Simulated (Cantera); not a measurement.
Charge: 1 mol FeCl3, 0.49 mol HCl, 39 mol N2, held at 925 °C and 0.000130 bar.

Equilibrium computed with Cantera from the NASA thermochemical tables; the gas is ideal and each condensed phase is pure. Candidate condensed phases: Fe, FeCl2, FeCl3, NH4Cl; 18 gas species. Rates play no part.

Base state: N2 0.942, FeCl2 0.0238, Cl 0.0193, HCl 0.0118, Cl2 0.00225, FeCl3 0.000402 (mole fractions); condensed: gas only.

Q: What changes in the equilibrium state with this change: pressure from 0.000130 bar to 0.0133 bar?

A: 
| species | before | after |
|---|---|---|
| N2 | 0.942 | 0.953 |
| FeCl2 | 0.0238 | 0.0186 |
| HCl | 0.0118 | 0.0120 |
| Cl | 0.0193 | 0.00349 |
| FeCl3 | 0.000402 | 0.00583 |
| Cl2 | 0.00225 | 0.00755 |

Q: What changes in the equilibrium state with this change: temperature from 925 °C to 1250 °C?

A: 
```csv
species,before,after
N2,0.942,0.940
FeCl2,0.0238,0.0241
Cl,0.0193,0.0241
Cl2,0.00225,1.63e-5
HCl,0.0118,0.0118
FeCl3,0.000402,3.28e-6
```
